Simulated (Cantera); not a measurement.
Charge: 1 mol Cr, 0.054 mol H2O, at 2550 K and 0.100 bar.

These are equilibrium values from Cantera (NASA tables, ideal gas, pure condensed phases), not measurements of a reactor. Candidate condensed phases: Cr, Cr2O3, H2O; 13 gas species. Kinetics and transport are ignored.

Base state: Cr 0.892, CrO 0.0471, H2 0.0390, H 0.0195, H2O 0.00190, CrO2 0.000722, OH 0.000209, O 6.80e-5 (mole fractions); condensed: gas only.

What changes in the equilibrium state with this change: H2O from 0.054 to 0.19 mol?


```csv
species,before,after
Cr,0.892,0.726
H2,0.0390,0.129
CrO,0.0471,0.0901
H2O,0.00190,0.0148
H,0.0195,0.0354
CrO2,0.000722,0.00324
OH,0.000209,0.000891
"Cr2O3(s), mol",0,0.0194
```

What changes in the equilibrium state with this change: H2O from 0.054 to 0.015 mol?


| species | before | after |
|---|---|---|
| Cr | 0.892 | 0.966 |
| CrO | 0.0471 | 0.0144 |
| H | 0.0195 | 0.00971 |
| H2 | 0.0390 | 0.00970 |
| H2O | 0.00190 | 0.000134 |
| CrO2 | 0.000722 | 6.23e-5 |
| OH | 0.000209 | 2.94e-5 |
| O | 6.80e-5 | 1.92e-5 |
